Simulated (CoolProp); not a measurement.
A simple Rankine cycle with cis-2-butene: condensing at 294.15 K, boiler at 3.15 MPa, turbine inlet 457.4 K, turbine efficiency 0.6, pump efficiency 0.7, no recuperator. Each further row changes one setting.

Model: reference Helmholtz-energy equation of state, Lemmon 2005, in CoolProp. It is a short technical equation, of lower accuracy than the large ones.

```csv
case,thermal efficiency (%),net work (kJ/kg),heat in (kJ/kg),turbine exit temperature (K),volume ratio over the turbine
as stated,(withheld),81.4,621,380.6,18.6
turbine inlet 477.4 K,13.2,88.5,671,(withheld),(withheld)
condensing temperature 286.15 K,(withheld),89.5,(withheld),(withheld),24.2
boiler pressure 2.2 MPa,12.0,77.7,646,396.4,12.0
turbine efficiency 0.5,10.7,66.7,621,388.7,(withheld)
```

### Question
Complete the blanks.

### Answer

- as stated, thermal efficiency (%): 13.1
- turbine inlet 477.4 K, turbine exit temperature (K): 404.2
- turbine inlet 477.4 K, volume ratio over the turbine: 17.8
- condensing temperature 286.15 K, thermal efficiency (%): 14.0
- condensing temperature 286.15 K, heat in (kJ/kg): 639
- condensing temperature 286.15 K, turbine exit temperature (K): 375.4
- turbine efficiency 0.5, volume ratio over the turbine: 19.0
